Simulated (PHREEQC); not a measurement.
Solution A (2.3 mmol/kgw NaHCO3, 0.15 mmol/kgw Na2CO3 and 3 mmol/kgw NaCl) is mixed with solution B (0.0051 mol HNO3, 0.028 mol CuSO4 and 3.2e-05 mol CuCl2 per kg of water) at 30 °C; shares are by mass of water, 1 kg in all. O2 is buffered at 0.21 atm. CO2 from the air is kept out. The run lets Cu(OH)2, Malachite, Brochantite, Antlerite, Atacamite, Cu2(OH)3NO3, Halite, Mirabilite, Chalcanthite, Nahcolite, Natron precipitate or redissolve, and no other solid.

The series has 11 steps of share of solution B, from 0 to 1.

The numbers come from PHREEQC with the ion-association model, wateq4f.dat.

Problem. Which solids form, in which order, and at which step of the series does each first stand?

Solution. Malachite from share of solution B = 0.1 (pH 5.00), last present at share of solution B = 0.1; Antlerite from share of solution B = 0.2 (pH 4.72), last present at share of solution B = 0.3.
